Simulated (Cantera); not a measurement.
## Stirred combustor or abatement burner

A perfectly stirred reactor is fed with CH4 : O2 : N2 = 1 : 3.23 : 12.1 (molar parts), equivalence ratio 0.62, at 1000000 Pa; it is adiabatic with a 425 K inlet, and is followed from long to short residence time, starting on the burning branch (τ in s: 0.039, 0.018, 0.008, 0.0036, 0.0016, 0.00072, 0.00032, 0.00015, 6.5e-05, 2.9e-05).

Computed with Cantera and GRI-Mech 3.0 (53 species, 325 reactions).

```json
[
 {"τ (s)": "0.039", "T (K)": "1802", "x CH4": "9.60e-6", "x O2": "0.0753", "x N2O": "6.90e-7", "x CH2": "1.32e-8", "x H2O2": "1.43e-7", "x H": "1.01e-6", "x C2H2": "4.69e-9"},
 {"τ (s)": "0.018", "T (K)": "1800", "x CH4": "1.76e-5", "x O2": "0.0753", "x N2O": "9.02e-7", "x CH2": "2.80e-8", "x H2O2": "1.82e-7", "x H": "1.75e-6", "x C2H2": "1.29e-8"},
 {"τ (s)": "0.0080", "T (K)": "1798", "x CH4": "3.22e-5", "x O2": "0.0755", "x N2O": "1.24e-6", "x CH2": "6.09e-8", "x H2O2": "2.47e-7", "x H": "3.40e-6", "x C2H2": "3.20e-8"},
 {"τ (s)": "0.0036", "T (K)": "1794", "x CH4": "5.78e-5", "x O2": "0.0757", "x N2O": "1.68e-6", "x CH2": "1.29e-7", "x H2O2": "3.46e-7", "x H": "6.78e-6", "x C2H2": "7.09e-8"},
 {"τ (s)": "0.0016", "T (K)": "1786", "x CH4": "0.000106", "x O2": "0.0761", "x N2O": "2.13e-6", "x CH2": "2.68e-7", "x H2O2": "4.96e-7", "x H": "1.39e-5", "x C2H2": "1.49e-7"},
 {"τ (s)": "0.00072", "T (K)": "1772", "x CH4": "0.000199", "x O2": "0.0770", "x N2O": "2.37e-6", "x CH2": "5.33e-7", "x H2O2": "7.20e-7", "x H": "2.78e-5", "x C2H2": "3.09e-7"},
 {"τ (s)": "0.00032", "T (K)": "1741", "x CH4": "0.000435", "x O2": "0.0791", "x N2O": "2.17e-6", "x CH2": "1.01e-6", "x H2O2": "1.12e-6", "x H": "5.33e-5", "x C2H2": "7.64e-7"},
 {"τ (s)": "0.00015", "T (K)": "425", "x CH4": "0.0612", "x O2": "0.198", "x N2O": "<1e-12", "x CH2": "<1e-12", "x H2O2": "<1e-12", "x H": "<1e-12", "x C2H2": "<1e-12"},
 {"τ (s)": "6.5e-5", "T (K)": "425", "x CH4": "0.0612", "x O2": "0.198", "x N2O": "<1e-12", "x CH2": "<1e-12", "x H2O2": "<1e-12", "x H": "<1e-12", "x C2H2": "<1e-12"},
 {"τ (s)": "2.9e-5", "T (K)": "425", "x CH4": "0.0612", "x O2": "0.198", "x N2O": "<1e-12", "x CH2": "<1e-12", "x H2O2": "<1e-12", "x H": "<1e-12", "x C2H2": "<1e-12"}
]
```
x: mole fraction; the columns are a selection and need not sum to one.
